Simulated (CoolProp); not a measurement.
Properties of oxygen along the isotherm 313.8 K (Tc = 154.6 K, pc = 50.46 bar, ω = 0.022).

Computed with CoolProp (reference Helmholtz-energy equation of state, Schmidt 1985). Above 300 K oxygen's equation is extrapolated.

```csv
p (bar),phase,viscosity (µPa s),conductivity (mW/(m K))
8.41,gas,21.6,27.9
16.8,gas,21.7,28.3
25.2,gas,21.9,28.6
33.6,gas,22.1,29.0
42.1,gas,22.3,29.4
50.5,supercritical,22.5,29.8
58.9,supercritical,22.7,30.2
67.3,supercritical,22.9,30.6
75.7,supercritical,23.1,31.0
```

Viscosity comes from a separate model (Lemmon 2004). Thermal conductivity comes from a separate model (Lemmon 2004).
